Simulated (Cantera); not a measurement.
## Premixed flame

A freely propagating, adiabatic, planar premixed flame of CH4 : CO : O2 : N2 = 1 : 0.11 : 1.71 : 6.44 (molar parts), unburnt at 573 K and 2.40 bar; mixture-averaged transport, grid criteria slope 0.08 and curve 0.16, no radiation.

Detailed kinetics in Cantera: GRI-Mech 3.0 (53 species, 325 reactions). Burning velocities carry a grid error of a few per cent, more on coarse grids.

```
z (mm)   T (K)  u (m/s)     x CH4    x CO      x O2    x HCO   x CH2CO    x C2H6
-------  -----  -------  --------  ------  --------  -------  --------  --------
-0.521     573    0.853     0.108  0.0119     0.184    <1e-8     <1e-8   3.48e-8
-0.347     576    0.860     0.107  0.0119     0.184    <1e-8   3.57e-8   8.73e-7
-0.261     590    0.883     0.106  0.0121     0.182    <1e-8   3.38e-7   7.50e-6
-0.174     678     1.02    0.0991  0.0142     0.175    <1e-8   5.21e-6   9.95e-5
-0.0869   1124     1.73    0.0676  0.0295     0.136  8.46e-7   8.14e-5   0.00102
-0.0434   1541     2.39    0.0366  0.0479    0.0923  1.42e-5  0.000212   0.00114
0         1919     3.00   0.00905  0.0660    0.0446  4.38e-5  0.000185  0.000133
0.0434    2088     3.27  0.000802  0.0675    0.0174  1.96e-5   3.05e-5   1.11e-6
0.0869    2136     3.33   4.03e-5  0.0607   0.00818  2.01e-6   1.81e-6     <1e-8
0.174     2179     3.38   1.06e-7  0.0535   0.00415  1.90e-7     <1e-8     <1e-8
0.347     2226     3.44     <1e-8  0.0509   0.00262  1.32e-7     <1e-8     <1e-8
0.695     2271     3.50     <1e-8  0.0501   0.00147  8.72e-8     <1e-8     <1e-8
1.39      2306     3.55     <1e-8  0.0496  0.000690  5.44e-8     <1e-8     <1e-8
```
x: mole fraction of selected species; z is measured from the peak of heat release.

The laminar burning velocity is 85.1 cm/s and the thermal thickness is 0.174 mm. The peak x(HCO) comes out as 4.43e-5 and the peak x(CH2CO) is 0.000244. The peak x(C2H6) is 0.00131. The grid points is 154.
